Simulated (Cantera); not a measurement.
Cantera run:

```python
import numpy as np
import cantera as ct

gas_names = [...]  # 139 gases of nasa_gas.yaml made of C, H, N, O, Pb
cond_names = """
    C(gr) C6H6(L) C7H8(L) C8H18(L),n-octa H2O(s) H2O(L) Pb(cr) Pb(L) PbO(rd) PbO(yw) PbO(L) PbO2(s)
    Pb3O4(s)
""".split()


# ... load() reads the species with a 1 bar reference pressure and builds the phases ...
atoms = {
    'PbO': {'Pb': 1, 'O': 1},
    'CH4': {'C': 1, 'H': 4},
    'N2': {'N': 2},
}
top_T = {'C(gr)': 4500, 'Pb3O4(s)': 820}  # K; cautious upper limits of use, not melting points


# ... equilibrate(T, P, feed) seeds the gas with the atoms and calls Mixture.equilibrate('TP', solver="vcs", rtol=1e-11, max_steps=5000) ...
results = []
feed = {'PbO': 1, 'CH4': 1.6, 'N2': 0.46}  # mol
P = 480  # Pa
for T in [1198, 1298, 1398, 1498, 1598, 1698, 1798, 1898]:
    mix = equilibrate(T, P, feed)
    results.append((T, P, feed, dict(zip(mix.species_names, mix.species_moles))))

top = {s: max(r[3][s] / sum(r[3][g] for g in gas_names) for r in results) for s in gas_names}
cols = sorted((s for s in top if top[s] > 1e-06), key=lambda s: -top[s])[:9]
seen = [c for c in cond_names if any(r[3].get(c, 0) > 1e-12 for r in results)]
print("log10 of partial pressures in bar; condensed amounts in mol")
print(f"{'T/K':>10s}" + "".join(f"{s[:9]:>10s}" for s in cols + seen))
for T, P, feed, n in results:
    ng = sum(n[g] for g in gas_names)
    print(f"{T:10.4g}" + "".join(f"{np.log10(max(n[s] / ng * P / 1e5, 1e-99)):10.3f}" for s in cols)
          + "".join(f"{n.get(c, 0):10.4g}" for c in seen))
```

Output:

```
log10 of partial pressures in bar; condensed amounts in mol
       T/K        H2        CO        Pb        N2         H       HCN C2H2,acet       HNC       CH4     C(gr)     Pb(L)
      1198    -2.542    -3.048    -3.205    -3.385    -7.992    -7.101    -9.547    -9.407    -6.880    0.5999     0.304
      1298    -2.566    -3.072    -3.072    -3.409    -7.253    -6.680    -8.820    -8.782    -7.232    0.5997         0
      1398    -2.567    -3.072    -3.072    -3.409    -6.608    -6.299    -8.177    -8.226    -7.493    0.5994         0
      1498    -2.567    -3.072    -3.072    -3.409    -6.048    -5.970    -7.622    -7.745    -7.719    0.5986         0
      1598    -2.567    -3.072    -3.072    -3.410    -5.557    -5.683    -7.137    -7.326    -7.917    0.5973         0
      1698    -2.568    -3.072    -3.072    -3.411    -5.124    -5.430    -6.710    -6.957    -8.093     0.595         0
      1798    -2.569    -3.072    -3.072    -3.413    -4.738    -5.207    -6.332    -6.630    -8.250    0.5913         0
      1898    -2.573    -3.073    -3.073    -3.416    -4.393    -5.010    -5.997    -6.340    -8.393    0.5855         0
```

Equilibrium computed with Cantera from the NASA thermochemical tables; the gas is ideal and each condensed phase is pure.
